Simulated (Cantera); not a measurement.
Cantera run:

```python
import numpy as np
import cantera as ct

gas_names = [...]  # 95 gases of nasa_gas.yaml made of C, F, H
cond_names = """
    C(gr) C6H6(L) C7H8(L) C8H18(L),n-octa
""".split()


# ... load() reads the species with a 1 bar reference pressure and builds the phases ...
atoms = {
    'C2F6': {'C': 2, 'F': 6},
    'H2': {'H': 2},
}
top_T = {'C(gr)': 4500}  # K; cautious upper limits of use, not melting points


# ... equilibrate(T, P, feed) seeds the gas with the atoms and calls Mixture.equilibrate('TP', solver="vcs", rtol=1e-11, max_steps=5000) ...
results = []
T = 2598  # K
P = 133.322  # Pa
for m in [0.42, 0.68, 1.1, 1.8, 2.9, 4.6, 7.5, 12, 19]:
    feed = {'C2F6': 1, 'H2': m}  # mol
    mix = equilibrate(T, P, feed)
    results.append((T, P, feed, dict(zip(mix.species_names, mix.species_moles))))

top = {s: max(r[3][s] / sum(r[3][g] for g in gas_names) for r in results) for s in gas_names}
cols = sorted((s for s in top if top[s] > 1e-05), key=lambda s: -top[s])[:6]
seen = [c for c in cond_names if any(r[3].get(c, 0) > 1e-12 for r in results)]
print("log10 of partial pressures in bar; condensed amounts in mol")
print(f"{'n(H2)':>10s}" + "".join(f"{s[:9]:>10s}" for s in cols + seen))
for T, P, feed, n in results:
    ng = sum(n[g] for g in gas_names)
    print(f"{feed['H2']:10.4g}" + "".join(f"{np.log10(max(n[s] / ng * P / 1e5, 1e-99)):10.3f}" for s in cols)
          + "".join(f"{n.get(c, 0):10.4g}" for c in seen))
```

Result:

```
log10 of partial pressures in bar; condensed amounts in mol
     n(H2)        HF         F         H        H2       CF2        CF     C(gr)
      0.42    -3.712    -2.988    -6.136    -9.433    -4.207    -4.348     1.506
      0.68    -3.507    -3.033    -5.886    -8.933    -4.297    -4.393     1.572
       1.1    -3.304    -3.117    -5.599    -8.358    -4.466    -4.478     1.669
       1.8    -3.099    -3.308    -5.203    -7.566    -4.848    -4.669     1.806
       2.9    -2.927    -4.039    -4.300    -5.761    -6.310    -5.400     1.943
       4.6    -3.045    -4.985    -3.472    -4.105    -8.201    -6.346     1.924
       7.5    -3.219    -5.353    -3.278    -3.718    -8.937    -6.714     1.847
        12    -3.397    -5.615    -3.194    -3.550    -9.460    -6.975     1.723
        19    -3.578    -5.842    -3.149    -3.459    -9.914    -7.202     1.526
```

Equilibrium computed with Cantera from the NASA thermochemical tables; the gas is ideal and each condensed phase is pure. The feed counts by its element totals alone.
